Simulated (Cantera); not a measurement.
Predominance diagram of Sr at 1002 °C against the partial pressures of O₂ and Cl₂ (log10, bar). Standard-state values (1 bar) from the NASA 1993 polynomials, evaluated with Cantera. Candidates: Sr(l), SrCl₂(l), SrO(s). Only these pure phases compete in this equilibrium. Not in the tables: the peroxide, oxide halides.

**Question.** Which phase is stable at these pairs, and which metal-bearing vapour leads over it? (-8.7, 0); (-5.8, -8.8); (-9.5, -7); (-1.5, -10.5); (-15.3, -14); (-8, -14); (-7.3, 0)

**Answer.** 
```csv
log p(O₂),log p(Cl₂),phase,chief vapour,log p (bar)
-8.7,0,SrCl₂(l),SrCl₂,-5.1
-5.8,-8.8,SrCl₂(l),SrCl₂,-5.1
-9.5,-7,SrCl₂(l),SrCl₂,-5.1
-1.5,-10.5,SrO(s),SrCl₂,-7.8
-15.3,-14,SrCl₂(l),SrCl₂,-5.1
-8,-14,SrO(s),SrCl₂,-8.0
-7.3,0,SrCl₂(l),SrCl₂,-5.1
```
